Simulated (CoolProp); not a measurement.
Properties of fluoroethane (R161) along the isobar 101 kPa.

Values from CoolProp's reference Helmholtz-energy equation of state, Wu 2012.

```json
[
 {"T (°C)": "69.85", "phase": "gas", "density (kg/m³)": "1.719", "Joule-Thomson coefficient (K/MPa)": "13.66", "isothermal compressibility (1/MPa)": "9.998", "expansivity (1/kK)": "3.010"},
 {"T (°C)": "85.15", "phase": "gas", "density (kg/m³)": "1.643", "Joule-Thomson coefficient (K/MPa)": "11.87", "isothermal compressibility (1/MPa)": "9.985", "expansivity (1/kK)": "2.869"},
 {"T (°C)": "100.45", "phase": "gas", "density (kg/m³)": "1.574", "Joule-Thomson coefficient (K/MPa)": "10.39", "isothermal compressibility (1/MPa)": "9.974", "expansivity (1/kK)": "2.741"},
 {"T (°C)": "115.75", "phase": "gas", "density (kg/m³)": "1.511", "Joule-Thomson coefficient (K/MPa)": "9.168", "isothermal compressibility (1/MPa)": "9.965", "expansivity (1/kK)": "2.626"},
 {"T (°C)": "130.95", "phase": "gas", "density (kg/m³)": "1.453", "Joule-Thomson coefficient (K/MPa)": "8.156", "isothermal compressibility (1/MPa)": "9.957", "expansivity (1/kK)": "2.520"},
 {"T (°C)": "146.25", "phase": "gas", "density (kg/m³)": "1.399", "Joule-Thomson coefficient (K/MPa)": "7.304", "isothermal compressibility (1/MPa)": "9.950", "expansivity (1/kK)": "2.424"},
 {"T (°C)": "161.55", "phase": "gas", "density (kg/m³)": "1.349", "Joule-Thomson coefficient (K/MPa)": "6.586", "isothermal compressibility (1/MPa)": "9.945", "expansivity (1/kK)": "2.334"},
 {"T (°C)": "176.85", "phase": "gas", "density (kg/m³)": "1.302", "Joule-Thomson coefficient (K/MPa)": "5.975", "isothermal compressibility (1/MPa)": "9.940", "expansivity (1/kK)": "2.251"}
]
```
